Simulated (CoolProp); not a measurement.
Sulfur hexafluoride along the isotherm 118.15 °C: Z from the reference equation and from simpler models built on Tc = 45.6 °C, pc = 3755 kPa, ω = 0.210; each cubic takes its own stable root.

Values from CoolProp's reference Helmholtz-energy equation of state, Guder 2009.

```json
[
 {"p (kPa)": "29.7", "phase": "gas", "reference": "0.9987"},
 {"p (kPa)": "61", "phase": "gas", "reference": "0.9973"},
 {"p (kPa)": "125", "phase": "gas", "reference": "0.9945"},
 {"p (kPa)": "257", "phase": "gas", "reference": "0.9886"},
 {"p (kPa)": "528", "phase": "gas", "reference": "0.9766"},
 {"p (kPa)": "1080", "phase": "gas", "reference": "0.9516"},
 {"p (kPa)": "2230", "phase": "gas", "reference": "0.8984"},
 {"p (kPa)": "4570", "phase": "supercritical", "reference": "0.7860"},
 {"p (kPa)": "9390", "phase": "supercritical", "reference": "0.6146"}
]
```

**Question.** How far does each simpler model (van der Waals, Redlich-Kwong) lie from the reference over these 9 states: mean and median of the absolute difference, and the worst?

**Answer.** 
- van der Waals: mean 1.6 %, median 0.2 %, worst -6.2 % at 118.15 °C and 9390 kPa
- Redlich-Kwong: mean 1.1 %, median 0.3 %, worst -3.7 % at 118.15 °C and 9390 kPa
